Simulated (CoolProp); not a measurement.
Methane along the isotherm 39.85 °C: Z from the reference equation and from simpler models built on Tc = -82.6 °C, pc = 4.599 MPa, ω = 0.011; each cubic takes its own stable root.

Model: reference Helmholtz-energy equation of state, Setzmann 1991, in CoolProp.

| p (MPa) | phase | reference | van der Waals | Redlich-Kwong | Soave-Redlich-Kwong | Peng-Robinson |
|---|---|---|---|---|---|---|
| 0.0727 | gas | 0.9990 | 0.9987 | 0.9989 | 0.9990 | 0.9986 |
| 0.117 | gas | 0.9983 | 0.9980 | 0.9982 | 0.9984 | 0.9978 |
| 0.19 | gas | 0.9973 | 0.9967 | 0.9971 | 0.9973 | 0.9964 |
| 0.307 | gas | 0.9956 | 0.9946 | 0.9953 | 0.9957 | 0.9942 |
| 0.495 | gas | 0.9929 | 0.9914 | 0.9924 | 0.9931 | 0.9908 |
| 0.8 | gas | 0.9885 | 0.9860 | 0.9878 | 0.9890 | 0.9851 |
| 1.29 | gas | 0.9816 | 0.9775 | 0.9805 | 0.9823 | 0.9763 |
| 2.09 | gas | 0.9705 | 0.9635 | 0.9688 | 0.9718 | 0.9622 |
| 3.38 | gas | 0.9531 | 0.9411 | 0.9507 | 0.9557 | 0.9407 |
| 5.45 | supercritical | 0.9270 | 0.9060 | 0.9240 | 0.9323 | 0.9097 |
| 8.81 | supercritical | 0.8907 | 0.8552 | 0.8890 | 0.9025 | 0.8699 |
| 14.2 | supercritical | 0.8561 | 0.8126 | 0.8604 | 0.8803 | 0.8366 |
| 23 | supercritical | 0.8731 | 0.8757 | 0.8862 | 0.9093 | 0.8526 |
